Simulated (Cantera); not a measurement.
Equilibrium for carbon deposition, reforming and gasification: C6H6 + H2O

A closed system holds: 1 mol C6H6, 3.6 mol H2O, at 0.133 bar.

Equilibrium computed with Cantera from the NASA thermochemical tables; the gas is ideal and each condensed phase is pure. Candidate condensed phases: C, C6H6, C7H8, C8H18, H2O; 110 gas species. Kinetics and transport are ignored.

From 2223 K to 2823 K the condensed part is C(graphite). The main C-bearing gas is CO throughout. The share of C in condensed phases is highest at 2223 K (39.4 %) and lowest at 2823 K (32.7 %).

```
T (K)  log p H2  log p CO  log p H  log p C2H2 (acetylene)  n C(graphite)
-----  --------  --------  -------  ----------------------  -------------
2223      -1.07     -1.33    -2.73                   -3.61           2.36
2323      -1.08     -1.33    -2.50                   -3.39           2.34
2423      -1.09     -1.34    -2.30                   -3.20           2.30
2523      -1.10     -1.34    -2.11                   -3.03           2.25
2623      -1.12     -1.35    -1.94                   -2.87           2.18
2723      -1.15     -1.36    -1.78                   -2.74           2.09
2823      -1.19     -1.37    -1.65                   -2.63           1.96
```
log p: log10 of the partial pressure in bar; n: condensed amount in mol.
